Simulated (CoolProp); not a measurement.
Vapour-liquid equilibrium of dimethyl carbonate (1) + n-decane (2) at 484.9 K; x and y are mole fractions of (1).

Computed with CoolProp (multi-fluid Helmholtz-energy mixture model, Zhou 2011 and Lemmon 2006; pair parameters Bell 2016).

```tsv
x	bubble pressure (MPa)	y at the bubble point	dew pressure at overall composition x (MPa)	liquid density (mol/L)
0.05	0.3931	0.380	0.2549	4.086
0.15	0.6474	0.628	0.2860	4.298
0.25	0.8414	0.720	0.3249	4.533
0.35	0.9901	0.771	0.3751	4.797
0.45	1.109	0.806	0.4428	5.103
0.55	1.212	0.834	0.5392	5.464
0.65	1.309	0.862	0.6860	5.902
0.75	1.404	0.893	0.9245	6.444
0.85	1.501	0.929	1.267	7.129
0.95	1.599	0.973	1.551	8.007
```

No azeotrope shows between x = 0.05 and 0.95.

Pair parameters are fitted to limited data, so mixtures are less certain than the pure fluids.
